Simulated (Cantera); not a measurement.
A closed system holds: 1 mol B2O3, 11 mol H2, at 1925 K and 600 Pa.

Cantera equilibrium calculation (NASA polynomials, part measured and part estimated; ideal gas, pure solids and liquids). Candidate condensed phases: B, B2O3, B3O3H3, H2O; 23 gas species. Kinetics and transport are ignored.

Base state: H2 0.860, HBO2 0.0416, B2O3 0.0365, HBO 0.0347, H 0.0114, BO 0.00720, H2O 0.00437, B2O2 0.00427 (mole fractions); condensed: gas only.

Question: What changes in the equilibrium state with this change: temperature from 1925 K to 2348 K?

Answer: 
```csv
species,before,after
H2,0.860,0.713
H,0.0114,0.135
BO,0.00720,0.0509
H2O,0.00437,0.0179
B2O3,0.0365,0.0152
HBO,0.0347,0.0249
HBO2,0.0416,0.0402
O,5.00e-8,7.41e-5
OH,5.03e-6,0.000580
BO2,5.79e-5,0.00157
B2O2,0.00427,0.00153
```

Question: What changes in the equilibrium state with this change: pressure from 600 Pa to 1000 Pa?

Answer: 
```
species   before    after
-------  -------  -------
H2         0.860    0.863
HBO2      0.0416   0.0414
B2O3      0.0365   0.0370
H         0.0114  0.00888
BO       0.00720  0.00569
HBO       0.0347   0.0354
BO2      5.79e-5  4.45e-5
B2O2     0.00427  0.00445
H2O      0.00437  0.00428
```
